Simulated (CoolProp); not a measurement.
Model: reference Helmholtz-energy equation of state, Akasaka 2023, in CoolProp.

Task: For R1336mzz(E), give the phase and the speed of sound (m/s), expansivity (1/kK), fugacity coefficient at 289.2 K and 4030 kPa; 392.7 K and 4030 kPa; 410 K and 4030 kPa.

Result: 
- 289.2 K and 4030 kPa: liquid; speed of sound 639, expansivity 2.00, fugacity coefficient 0.0397
- 392.7 K and 4030 kPa: liquid; speed of sound 210, expansivity 7.11, fugacity coefficient 0.423
- 410 K and 4030 kPa: supercritical; speed of sound 138, expansivity 14.9, fugacity coefficient 0.521
